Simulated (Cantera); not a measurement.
Charge: 1 mol Pb, 0.071 mol H2O, 3.3 mol CO, at 1700 °C and 10.0 Torr.

Cantera equilibrium calculation (NASA polynomials, part measured and part estimated; ideal gas, pure solids and liquids). Candidate condensed phases: C, C6H6, C7H8, C8H18, H2O, Pb, PbO, PbO2, Pb3O4; 113 gas species. Kinetics and transport are ignored.

Base state: CO 0.740, Pb 0.229, CO2 0.0149, H2 0.0142, H 0.00140, H2O 0.00128, PbO 8.46e-5, OH 1.19e-5 (mole fractions); condensed: gas only.

Q: What changes in the equilibrium state with this change: Pb replaced by Fe?

A: 
| species | before | after |
|---|---|---|
| CO | 0.740 | 0.939 |
| Fe | 0 | 0.0201 |
| CO2 | 0.0149 | 0.0189 |
| Pb | 0.229 | 0 |
| H2 | 0.0142 | 0.0182 |
| PbO | 8.46e-5 | 0 |
| FeO | 0 | 3.40e-5 |
| Fe(l), mol | 0 | 0.931 |
Further candidate phases: Fe, Fe(CO)5, FeO, Fe(OH)2, Fe(OH)3, Fe2O3, Fe3O4.
